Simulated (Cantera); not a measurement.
Cantera run:

```python
import numpy as np
import cantera as ct

gas_names = """
    C CN CO COS CO2 CS CS2 C2 CCN CNC C2N2 C2O C3 C3O2 C4 C4N2 C5 N NCO NO NO2 NO3 N2 N2O O O2 O3 S SN
    SO SO2 SO3 S2 S2O S8
""".split()
cond_names = """
    C(gr) S(cr1) S(cr2) S(L)
""".split()


def load(file, names, dense=False):
    # The tables refer to 1 bar. Condensed volumes are neglected.
    table = {s.name: s for s in ct.Species.list_from_file(file)}
    out = []
    for n in names:
        d = dict(table[n].input_data)
        d["thermo"] = dict(d["thermo"], **{"reference-pressure": 1e5})
        if dense:
            d["equation-of-state"] = {"model": "constant-volume", "density": "1e6 g/cm^3"}
        out.append(ct.Species.from_dict(d))
    return out


gas = ct.Solution(thermo="ideal-gas", species=load("nasa_gas.yaml", gas_names))
cond = {s.name: ct.Solution(thermo="fixed-stoichiometry", species=[s], name=s.name)
        for s in load("nasa_condensed.yaml", cond_names, dense=True)}
atoms = {
    'CO2': {'C': 1, 'O': 2},
    'SO2': {'S': 1, 'O': 2},
    'N2': {'N': 2},
    'O2': {'O': 2},
}
top_T = {'C(gr)': 4500}  # K; cautious upper limits of use, not melting points


def equilibrate(T, P, feed):
    n = {}
    for name, mol in feed.items():
        for a, k in atoms[name].items():
            n[a] = n.get(a, 0.0) + k * mol
    gas.TPX = T, P, n
    mass = sum(n.values()) * gas.mean_molecular_weight
    gas.equilibrate("TP")
    valid = [c for c in cond.values() if c.min_temp <= T <= top_T.get(c.name, c.max_temp)]
    mix = ct.Mixture([(gas, mass / gas.mean_molecular_weight)] + [(c, 0.0) for c in valid])
    mix.T, mix.P = T, P
    mix.equilibrate("TP", solver="vcs", rtol=1e-11, max_steps=5000)
    return mix


results = []
feed = {'CO2': 1, 'SO2': 0.13, 'N2': 6.2, 'O2': 0.092}  # mol
P = 10000  # Pa
for T in [2875, 2925, 2975, 3025, 3075, 3125, 3175, 3225, 3275, 3325, 3375]:
    mix = equilibrate(T, P, feed)
    results.append((T, P, feed, dict(zip(mix.species_names, mix.species_moles))))

top = {s: max(r[3][s] / sum(r[3][g] for g in gas_names) for r in results) for s in gas_names}
cols = sorted((s for s in top if top[s] > 0.001), key=lambda s: -top[s])[:6]
seen = [c for c in cond_names if any(r[3].get(c, 0) > 1e-12 for r in results)]
print("log10 of partial pressures in bar; condensed amounts in mol")
print(f"{'T/K':>10s}" + "".join(f"{s[:9]:>10s}" for s in cols + seen))
for T, P, feed, n in results:
    ng = sum(n[g] for g in gas_names)
    print(f"{T:10.4g}" + "".join(f"{np.log10(max(n[s] / ng * P / 1e5, 1e-99)):10.3f}" for s in cols)
          + "".join(f"{n.get(c, 0):10.4g}" for c in seen))
```

Output:

```
log10 of partial pressures in bar; condensed amounts in mol
       T/K        N2         O        CO        O2       CO2        NO
      2875    -1.116    -2.372    -2.013    -2.463    -2.558    -2.789
      2925    -1.119    -2.302    -1.996    -2.483    -2.637    -2.772
      2975    -1.122    -2.238    -1.983    -2.509    -2.719    -2.760
      3025    -1.125    -2.180    -1.972    -2.543    -2.804    -2.751
      3075    -1.128    -2.128    -1.964    -2.583    -2.892    -2.747
      3125    -1.131    -2.082    -1.957    -2.629    -2.983    -2.747
      3175    -1.134    -2.040    -1.953    -2.682    -3.076    -2.751
      3225    -1.136    -2.004    -1.949    -2.740    -3.170    -2.758
      3275    -1.139    -1.973    -1.946    -2.804    -3.267    -2.769
      3325    -1.141    -1.945    -1.944    -2.872    -3.364    -2.783
      3375    -1.143    -1.922    -1.943    -2.945    -3.463    -2.799
```

Equilibrium computed with Cantera from the NASA thermochemical tables; the gas is ideal and each condensed phase is pure.
